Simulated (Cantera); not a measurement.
Moist CO burnout

A perfectly stirred reactor is fed with 0.974 % CO, 1.36 % O2, 0.263 % H2O, 97.4 % N2, equivalence ratio 0.36, at 1.00 atm; it is held at 1198 K, and followed from long to short residence time.

Detailed kinetics in Cantera: GRI-Mech 3.0 (53 species, 325 reactions).

| τ (s) | x CO | x O2 | x H2O | x HO2 | x H2O2 |
|---|---|---|---|---|---|
| 15 | 4.60e-5 | 0.00883 | 0.00264 | 1.99e-7 | 3.32e-9 |
| 6.0 | 8.69e-5 | 0.00885 | 0.00264 | 3.30e-7 | 5.76e-9 |
| 2.4 | 0.000163 | 0.00888 | 0.00264 | 5.18e-7 | 9.90e-9 |
| 0.97 | 0.000302 | 0.00895 | 0.00263 | 7.65e-7 | 1.65e-8 |
| 0.39 | 0.000553 | 0.00907 | 0.00263 | 1.07e-6 | 2.62e-8 |
| 0.15 | 0.00102 | 0.00930 | 0.00262 | 1.42e-6 | 3.93e-8 |
| 0.062 | 0.00176 | 0.00965 | 0.00260 | 1.77e-6 | 5.23e-8 |
| 0.025 | 0.00296 | 0.0102 | 0.00258 | 2.13e-6 | 6.35e-8 |
| 0.0099 | 0.00469 | 0.0111 | 0.00256 | 2.48e-6 | 6.94e-8 |
| 0.0040 | 0.00669 | 0.0120 | 0.00255 | 2.73e-6 | 6.70e-8 |
x: mole fraction; the columns are a selection and need not sum to one.
